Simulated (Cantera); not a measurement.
Charge: 1 mol Fe, 0.01 mol HCl, 0.065 mol O2, held at 1 atm.

Cantera equilibrium calculation (NASA polynomials, part measured and part estimated; ideal gas, pure solids and liquids). Candidate condensed phases: Fe, FeCl2, FeCl3, FeO, Fe(OH)2, Fe(OH)3, Fe2O3, Fe3O4, H2O; 22 gas species. Mutual solubility and eutectic melting of coexisting phases are not modelled. The tables' stoichiometric FeO is somewhat more stable than real wüstite, so its field is too wide. FeO: taken at fixed stoichiometry. Rates play no part.

Problem. At 1027 °C, list the 5 most abundant gas species with their mole fractions, and the condensed phases.

Solution. HCl 0.375, FeCl2 0.285, H2 0.242, H2O 0.0794, Fe2Cl4 0.0183. Condensed: Fe(γ) + FeO(s).
